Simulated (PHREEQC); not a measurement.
Dissolve 0.041 mol/kgw ZnSO4 and 0.0098 mol/kgw NaOH at 22 °C. Closed to the air; pH follows from the charge balance.

The numbers come from PHREEQC with the ion-association model, wateq4f.dat.

No solid was allowed to form.

Task: Order these S species by the share of S that they hold, largest first: NaSO4-, ZnSO4, Zn(SO4)2-2, SO4-2.

Result: SO4-2 (52 %), ZnSO4 (35 %), Zn(SO4)2-2 (13 %), NaSO4- (0.92 %)

The pH is 8.31 and the ionic strength 0.0906 mol/kgw. Examples of supersaturated solids here: Zn(OH)2-e, Zn4(OH)6SO4. Others may be too.
